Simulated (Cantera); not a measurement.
**Transport properties of process gases**

Gas mixture: 26.9 % H2, 38.7 % CH4, 34.4 % C2H6, at 17.3 Torr, frozen composition.

Cantera's kinetic-theory transport with the Lennard-Jones parameters of GRI-Mech 3.0, ideal gas; thermal conductivity in the multicomponent form. The composition is frozen, though it would react at the higher temperatures.

```csv
T (K),ρ (kg/m³),cp (J/kg/K),μ (µPa s),λ (mW/m/K),Pr,D (cm²/s) CH3,D (cm²/s) NH3,D (cm²/s) H2O
400,0.0118,2689,13.6,66.2,0.552,17.6,17.3,17.9
550,0.00860,3269,17.5,96.7,0.593,31.0,31.7,33.1
700,0.00676,3791,21.0,129,0.618,47.2,49.4,51.8
850,0.00556,4222,24.2,162,0.632,65.7,70.1,73.8
1000,0.00473,4610,27.1,195,0.642,86.6,93.4,98.6
1150,0.00411,4928,29.8,227,0.647,110,119,126
1300,0.00364,5197,32.4,259,0.650,135,147,156
1450,0.00326,5424,34.9,290,0.652,162,178,189
1600,0.00296,5615,37.2,320,0.653,191,210,223
```
D: mixture-averaged diffusion coefficient of that species in the mixture.
